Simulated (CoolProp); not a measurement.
The fluid at 298.15 K and 0.664 MPa (gas) is heated at constant pressure to 378.9 K. The same conditions are run with several fluids, on thermodynamics alone (safety and materials aside).

The numbers come from the reference Helmholtz-energy equation of state of each fluid (fluoroethane (R161): Wu 2012; ethane: Bücker 2006; R410A: Lemmon 2003; R507A: Lemmon 2003; R1132(E): Akasaka 2024) in CoolProp. Blends and air are pseudo-pure fits.

```json
[
 {"fluid": "fluoroethane (R161)", "heat (kJ/kg)": "___", "final density (kg/m³)": "___"},
 {"fluid": "ethane", "heat (kJ/kg)": "159", "final density (kg/m³)": "___"},
 {"fluid": "R410A", "heat (kJ/kg)": "76.0", "final density (kg/m³)": "___"},
 {"fluid": "R507A", "heat (kJ/kg)": "___", "final density (kg/m³)": "___"},
 {"fluid": "R1132(E)", "heat (kJ/kg)": "___", "final density (kg/m³)": "___"}
]
```

Some entries are withheld; supply them.


- fluoroethane (R161), heat (kJ/kg): 119
- fluoroethane (R161), final density (kg/m³): 10.6
- ethane, final density (kg/m³): 6.49
- R410A, final density (kg/m³): 15.9
- R507A, heat (kJ/kg): 80.1
- R507A, final density (kg/m³): 21.9
- R1132(E), heat (kJ/kg): 86.2
- R1132(E), final density (kg/m³): 14.0
